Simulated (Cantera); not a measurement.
**Adiabatic ignition**

An adiabatic, constant-volume homogeneous reactor starts with 4.16 % CH₃OH, 20.1 % O₂, 75.7 % N₂, at 1400 K and 240 Torr.

Cantera simulation using GRI-Mech 3.0 (53 species, 325 reactions); the numbers are that mechanism's predictions, not measurements. GRI-Mech 3.0 was tuned for natural gas; its chemistry of methanol as a main component is partial and can be far from experiment.

```tsv
t (s)	T (K)	P (bar)	x CH₃OH	x O₂	x C₂H₄	x H₂O	x HCN	x CO
1.00e-6	1400	0.320	0.0416	0.201	<1e-12	5.60e-8	<1e-12	1.82e-8
5.01e-6	1400	0.320	0.0416	0.201	<1e-12	4.40e-7	<1e-12	9.85e-8
2.51e-5	1400	0.320	0.0416	0.201	7.97e-12	2.63e-6	<1e-12	5.03e-7
0.000126	1400	0.320	0.0416	0.201	4.29e-10	1.44e-5	<1e-12	2.58e-6
0.000632	1400	0.320	0.0413	0.201	4.61e-9	0.000138	<1e-12	1.70e-5
0.00317	2169	0.511	<1e-12	0.132	<1e-12	0.0738	<1e-12	0.00403
0.0159	2265	0.530	<1e-12	0.134	<1e-12	0.0776	<1e-12	0.00138
0.0796	2259	0.529	<1e-12	0.132	<1e-12	0.0777	<1e-12	0.00133
0.399	2245	0.526	<1e-12	0.130	<1e-12	0.0779	<1e-12	0.00124
2.00	2243	0.525	<1e-12	0.129	<1e-12	0.0780	<1e-12	0.00122
```
x: mole fraction; the columns are a selection and need not sum to one.

```json
{
  "time_of_steepest_temperature_rise": "2.36 ms",
  "temperature at 2.00 s": "2243 K",
  "equilibrium_temperature": "2243 K",
  "x(CH₃OH) at 2.00 s": "<1e-12 (gas-phase equilibrium <1e-12)",
  "x(O₂) at 2.00 s": "0.129 (gas-phase equilibrium 0.129)",
  "x(C₂H₄) at 2.00 s": "<1e-12 (gas-phase equilibrium <1e-12)"
}
```
